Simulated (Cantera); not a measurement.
Cantera run:

```python
import numpy as np
import cantera as ct

gas_names = """
    CL CL2 H HCL H2 Na NaCL NaH Na2 Na2CL2
""".split()
cond_names = """
    Na(cr) Na(L) NaCL(s) NaCL(L)
""".split()


def load(file, names, dense=False):
    # The tables refer to 1 bar. Condensed volumes are neglected.
    table = {s.name: s for s in ct.Species.list_from_file(file)}
    out = []
    for n in names:
        d = dict(table[n].input_data)
        d["thermo"] = dict(d["thermo"], **{"reference-pressure": 1e5})
        if dense:
            d["equation-of-state"] = {"model": "constant-volume", "density": "1e6 g/cm^3"}
        out.append(ct.Species.from_dict(d))
    return out


gas = ct.Solution(thermo="ideal-gas", species=load("nasa_gas.yaml", gas_names))
cond = {s.name: ct.Solution(thermo="fixed-stoichiometry", species=[s], name=s.name)
        for s in load("nasa_condensed.yaml", cond_names, dense=True)}
atoms = {
    'NaCl': {'Na': 1, 'CL': 1},
    'H2': {'H': 2},
}
top_T = {}  # K; cautious upper limits of use, not melting points


def equilibrate(T, P, feed):
    n = {}
    for name, mol in feed.items():
        for a, k in atoms[name].items():
            n[a] = n.get(a, 0.0) + k * mol
    gas.TPX = T, P, n
    mass = sum(n.values()) * gas.mean_molecular_weight
    gas.equilibrate("TP")
    valid = [c for c in cond.values() if c.min_temp <= T <= top_T.get(c.name, c.max_temp)]
    mix = ct.Mixture([(gas, mass / gas.mean_molecular_weight)] + [(c, 0.0) for c in valid])
    mix.T, mix.P = T, P
    mix.equilibrate("TP", solver="vcs", rtol=1e-11, max_steps=5000)
    return mix


results = []
feed = {'NaCl': 1, 'H2': 210}  # mol
T = 1548  # K
P = 133.322  # Pa
mix = equilibrate(T, P, feed)
results.append((T, P, feed, dict(zip(mix.species_names, mix.species_moles))))
x = sorted(zip(gas.X, gas.species_names), reverse=True)
print(f"T = {T:g} K  P = {P:g} Pa  gas = {mix.phase_moles(0):.4g} mol")
print("   x: " + "  ".join(f"{s} {v:.3e}" for v, s in x if v > 1e-06))
print("   condensed (mol): " + ("  ".join(f"{mix.phase(i).name} {mix.phase_moles(i):.4g}"
      for i in range(1, mix.n_phases) if mix.phase_moles(i) > 1e-12) or "none"))
```

It prints:

```
T = 1548 K  P = 133.322 Pa  gas = 211.3 mol
   x: H2 9.925e-01  NaCL 2.783e-03  Na 1.949e-03  HCL 1.948e-03  H 8.401e-04  CL 1.317e-06
   condensed (mol): none
```

Method: chemical equilibrium by Gibbs-energy minimisation in Cantera with the NASA 1993 tables (ideal gas, pure condensed phases).
